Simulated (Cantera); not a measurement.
A freely propagating, adiabatic, planar premixed flame of CH4 : CO : O2 : N2 : CO2 = 1 : 0.2 : 2.69 : 10.1 : 2.4 (molar parts), unburnt at 625 K and 0.336 atm; mixture-averaged transport, grid criteria slope 0.08 and curve 0.16, no radiation.

Detailed kinetics in Cantera: GRI-Mech 3.0 (53 species, 325 reactions). Burning velocities carry a grid error of a few per cent, more on coarse grids.

Problem. What does this change do: inlet temperature 625 to 475 K?

Solution. 
```tsv
quantity	before	after
laminar burning velocity	72.8 cm/s	37.2 cm/s
thermal thickness	1.44 mm	1.77 mm
peak x(CH2CO)	3.57e-5	2.69e-5
peak x(CH2)	1.15e-5	7.44e-6
peak x(H)	0.00390	0.00281
```

Problem. What does this change do: inlet temperature 625 to 575 K?

Solution. 
```
quantity                     before      after
------------------------  ---------  ---------
laminar burning velocity  72.8 cm/s  58.9 cm/s
thermal thickness           1.44 mm    1.53 mm
peak x(CH2CO)               3.57e-5    3.22e-5
peak x(CH2)                 1.15e-5    9.99e-6
peak x(H)                   0.00390    0.00352
```
